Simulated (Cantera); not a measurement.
A perfectly stirred reactor is fed with NO : N2 = 1 : 1.1 (molar parts), at 3000 Pa; it is held at 2075 K, and followed from long to short residence time.

Detailed kinetics in Cantera: GRI-Mech 3.0 (53 species, 325 reactions). Radical loss at walls, strong at low pressure, is not modelled.

Task: Predict: x(NO) at τ = 2.10 s; x(N2O) at τ = 2.10 s; x(NO2) at τ = 2.10 s; x(N2) at τ = 2.10 s; x(O) at τ = 2.10 s; x(NO) at τ = 69.0 ms; x(N2O) at τ = 69.0 ms; x(NO2) at τ = 69.0 ms; x(N2) at τ = 69.0 ms; x(O) at τ = 69.0 ms.

Result: 
```
Item                     Result
---------------------  --------
x(NO) at τ = 2.10 s       0.296
x(N2O) at τ = 2.10 s    2.63e-5
x(NO2) at τ = 2.10 s    5.01e-5
x(N2) at τ = 2.10 s       0.613
x(O) at τ = 2.10 s      0.00212
x(NO) at τ = 69.0 ms      0.472
x(N2O) at τ = 69.0 ms   8.33e-5
x(NO2) at τ = 69.0 ms   1.79e-5
x(N2) at τ = 69.0 ms      0.526
x(O) at τ = 69.0 ms    0.000638
```
